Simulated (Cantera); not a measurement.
Mixture: 6.34 % CH₄, 6.98 % CO, 18.2 % O₂, 68.5 % N₂, equivalence ratio 0.89, at 6.10 bar, adiabatic and at constant volume. Ignition delay is the time to a rise of 400 K.

Detailed kinetics in Cantera: GRI-Mech 3.0 (53 species, 325 reactions).

### Question
Predict: delay at 1075 K; delay at 1125 K; delay at 1175 K; delay at 1225 K; delay at 1275 K; delay at 1325 K; delay at 1375 K; apparent activation energy between 1275 and 1375 K.

### Answer
```
Item                                                     Value
--------------------------------------------------  ----------
delay at 1075 K                                        85.2 ms
delay at 1125 K                                        36.4 ms
delay at 1175 K                                        16.5 ms
delay at 1225 K                                        7.86 ms
delay at 1275 K                                        3.92 ms
delay at 1325 K                                        2.03 ms
delay at 1375 K                                        1.09 ms
apparent activation energy between 1275 and 1375 K  190 kJ/mol
```
